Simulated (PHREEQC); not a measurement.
PHREEQC input (Pitzer model, pitzer.dat):

```
SOLUTION 1
  temp 25
  units mol/kgw
  pH 7 charge
  Cl 1.2474
  K 0.0034
  Mg 0.61
  Ca 0.012
END
USE solution 1
INCREMENTAL_REACTIONS false
REACTION 1
  H2O -1
  0 9.886 18.011 24.689 30.178 34.689 38.397 41.444
  43.949 46.007 47.699 49.089 50.232 51.172 moles
EQUILIBRIUM_PHASES 1
  Bischofite 0 0
  Brucite 0 0
  Carnallite 0 0
  Portlandite 0 0
  Sylvite 0 0
  MgCl2_4H2O 0 0
SELECTED_OUTPUT 1
  -reset false
  -pH true
  -pe true
  -ionic_strength true
  -water true
  -activities H2O
  -totals Ca Cl K Mg
  -molalities H+ K+ Mg+2 Ca+2 Cl- OH- MgOH+
  -equilibrium_phases Bischofite Brucite Carnallite Portlandite Sylvite MgCl2_4H2O
PRINT
  -reset false
END
```

Selected output (columns that matter, 12 of 14 rows; water left (kg) added in front):

```
water left (kg)	pH	mu	Ca	Cl	K	Mg	m_H+	m_K+	m_Mg+2	m_Ca+2	m_Cl-	la_H2O	Bischofite	Carnallite
1	6.1949	1.8694	0.012	1.2474	0.0034	0.61	5.6257e-07	0.0034	0.61	0.012	1.2474	-0.014346	0	0
0.821894	6.1008	2.2745	0.0146	1.5177	0.0041368	0.74219	6.1629e-07	0.0041368	0.74219	0.0146	1.5177	-0.018221	0	0
0.675514	5.9868	2.7674	0.017764	1.8466	0.0050332	0.90302	6.8272e-07	0.0050332	0.90302	0.017764	1.8466	-0.023395	0	0
0.456313	5.6778	4.0968	0.026298	2.7336	0.007451	1.3368	8.7675e-07	0.007451	1.3368	0.026298	2.7336	-0.040109	0	0
0.375043	5.4694	4.9845	0.031996	3.326	0.0090656	1.6265	1.0228e-06	0.0090656	1.6265	0.031996	3.326	-0.053684	0	0
0.30824	5.2141	6.0648	0.038931	4.0469	0.01103	1.979	1.221e-06	0.01103	1.979	0.038931	4.0469	-0.072978	0	0
0.253345	4.9024	7.3789	0.047366	4.9237	0.01342	2.4078	1.4942e-06	0.01342	2.4078	0.047366	4.9237	-0.10073	0	0
0.208215	4.5231	8.9782	0.057633	5.9909	0.016329	2.9297	1.8747e-06	0.016329	2.9297	0.057633	5.9909	-0.14113	0	0
0.171138	4.0637	10.923	0.070119	7.2889	0.019867	3.5644	2.4055e-06	0.019867	3.5644	0.070119	7.2889	-0.20045	0	0
0.115613	2.8458	16.169	0.10379	10.789	0.029409	5.2762	4.1028e-06	0.029409	5.2762	0.10379	10.789	-0.41983	0	0
0.0764408	2.5043	17.682	0.15698	11.793	0.01649	5.7315	4.6292e-06	0.01649	5.7315	0.15698	11.793	-0.4992	0.16974	0.0021395
0.030498	2.4789	17.897	0.39347	11.937	0.016944	5.5665	4.7911e-06	0.016944	5.5665	0.39347	11.937	-0.50463	0.43735	0.0028832
```
